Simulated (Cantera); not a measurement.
Feed: 1 mol Pb, 1.9 mol CO, 10 mol H₂, at 0.100 bar.

Method: chemical equilibrium by Gibbs-energy minimisation in Cantera with the NASA 1993 tables (ideal gas, pure condensed phases). Candidate condensed phases: C, C₆H₆, C₇H₈, C₈H₁₈, H₂O, Pb, PbO, PbO₂, Pb₃O₄; 113 gas species. Rates play no part. All values below are at 900 °C.

Base state: H₂ 0.836, CO 0.158, Pb 0.00422, CH₄ 0.000856, H₂O 0.000745, CO₂ 0.000111 (mole fractions); condensed: Pb(l).

Question: What changes in the equilibrium state with this change: H₂ from 10 to 0.34 mol?

Answer: 
```json
[
 {"species": "CO", "before": "0.158", "after": "0.842"},
 {"species": "H₂", "before": "0.836", "after": "0.151"},
 {"species": "Pb", "before": "0.00422", "after": "0.00422"},
 {"species": "CO₂", "before": "0.000111", "after": "0.00198"},
 {"species": "CH₄", "before": "0.000856", "after": "4.43e-5"},
 {"species": "H₂O", "before": "0.000745", "after": "0.000451"},
 {"species": "Pb(l), mol", "before": "0.950", "after": "0.991"},
 {"species": "C(graphite), mol", "before": "0", "after": "0.00535"}
]
```
